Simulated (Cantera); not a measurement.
Feed: 1 mol SiH₂Cl₂, 0.51 mol NH₃, 47 mol H₂, at 1750 °C and 0.100 bar.

Equilibrium computed with Cantera from the NASA thermochemical tables; the gas is ideal and each condensed phase is pure. Candidate condensed phases: NH₄Cl, Si, Si₃N₄; 28 gas species. The tables' values for SiCl are old estimates; treat these amounts as uncertain. Gases not in the tables: Si₂H₆ and higher silanes. The numbers say what is thermodynamically allowed, not how fast it happens.

Base state: H₂ 0.951, HCl 0.0339, H 0.00586, N₂ 0.00508, SiCl₂ 0.00281, Si 0.000569, SiCl 0.000166, Cl 0.000155 (mole fractions); condensed: Si(l).

Task: What changes in the equilibrium state with this change: H₂ from 47 to 12 mol?

Result: 
```tsv
species	before	after
H₂	0.951	0.866
HCl	0.0339	0.0888
SiCl₂	0.00281	0.0213
N₂	0.00508	0.0169
SiCl₃	6.55e-6	0.000136
SiCl	0.000166	0.000458
Cl	0.000155	0.000426
Si(l), mol	0.809	0.658
```
The tables' values for SiCl, SiCl₃ are old estimates; treat these amounts as uncertain.

Task: What changes in the equilibrium state with this change: temperature from 1750 °C to 927 °C?

Result: 
```json
[
 {"species": "H₂", "before": "0.951", "after": "0.968"},
 {"species": "HCl", "before": "0.0339", "after": "0.0277"},
 {"species": "SiCl₂", "before": "0.00281", "after": "0.00187"},
 {"species": "H", "before": "0.00586", "after": "6.14e-7"},
 {"species": "Si", "before": "0.000569", "after": "<1e-9"},
 {"species": "SiH", "before": "0.000113", "after": "<1e-9"},
 {"species": "SiCl", "before": "0.000166", "after": "2.19e-9"},
 {"species": "Si(l), mol", "before": "0.809", "after": "0"},
 {"species": "Si(s), mol", "before": "0", "after": "0.393"},
 {"species": "Si₃N₄(s), mol", "before": "0", "after": "0.127"}
]
```
Mutual solubility and eutectic melting of coexisting phases are not modelled. The tables' values for SiCl₃ are old estimates; treat these amounts as uncertain.

Task: What changes in the equilibrium state with this change: temperature from 1750 °C to 1627 °C?

Result: 
```
species       before     after
----------  --------  --------
H₂             0.951     0.956
HCl           0.0339    0.0334
N₂           0.00508   0.00509
H            0.00586   0.00245
Si          0.000569  0.000126
SiCl₂        0.00281   0.00316
SiH         0.000113   3.38e-5
SiCl        0.000166   6.73e-5
Cl          0.000155   6.48e-5
Si(l), mol     0.809     0.826
```
The tables' values for SiCl, SiCl₃ are old estimates; treat these amounts as uncertain.
